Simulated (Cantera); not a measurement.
# Ignition delay

Mixture: CO : H₂ : O₂ : N₂ = 1 : 0.067 : 1.27 : 6.35 (molar parts), equivalence ratio 0.42, at 10.0 bar, adiabatic and at constant pressure. Ignition delay is the time to a rise of 400 K.

Computed with Cantera and GRI-Mech 3.0 (53 species, 325 reactions). The hydrogen kinetics of GRI-Mech 3.0 are dated; newer H2 mechanisms differ, most at raised pressure.

| T0 (K) | delay (ms) |
|---|---|
| 1100 | 1.22 |
| 1150 | 0.459 |
| 1200 | 0.188 |
| 1250 | 0.0913 |
| 1300 | 0.0551 |
| 1350 | 0.0387 |

The apparent activation energy between 1250 and 1350 K is 120 kJ/mol.
